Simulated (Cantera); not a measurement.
**Thermodynamics of chlorosilane synthesis and conversion, feed SiCl₄ + HCl + H₂**

Feed: 1 mol SiCl₄, 1.8 mol HCl, 1.6 mol H₂, at 17.0 bar.

Method: chemical equilibrium by Gibbs-energy minimisation in Cantera with the NASA 1993 tables (ideal gas, pure condensed phases). Candidate condensed phases: Si; 19 gas species. The tables' values for SiCl₃ are old estimates; treat these amounts as uncertain. Rates play no part.

From 425 °C to 1250 °C nothing is condensed. The main Si-bearing gas is SiCl₄ throughout.

```
T (°C)  log p HCl  log p H₂  log p SiCl₄  log p SiHCl₃  log p SiCl₃  log p SiCl₂  log p SiH₂Cl₂
------  ---------  --------  -----------  ------------  -----------  -----------  -------------
425          0.84      0.79         0.59         -3.17        -7.75         <-10          -8.11
500          0.84      0.79         0.59         -2.67        -6.47         <-10          -7.03
575          0.84      0.79         0.59         -2.26        -5.41        -9.56          -6.15
650          0.84      0.79         0.59         -1.92        -4.54        -8.05          -5.43
725          0.84      0.79         0.58         -1.63        -3.79        -6.78          -4.81
800          0.84      0.79         0.58         -1.39        -3.16        -5.70          -4.29
875          0.85      0.79         0.58         -1.18        -2.61        -4.76          -3.84
950          0.85      0.78         0.57         -1.00        -2.14        -3.95          -3.45
1025         0.85      0.78         0.57         -0.85        -1.72        -3.24          -3.12
1100         0.86      0.77         0.56         -0.72        -1.36        -2.62          -2.83
1175         0.86      0.77         0.55         -0.62        -1.05        -2.07          -2.59
1250         0.87      0.76         0.53         -0.54        -0.77        -1.60          -2.39
```
log p: log10 of the partial pressure in bar; nothing condenses.
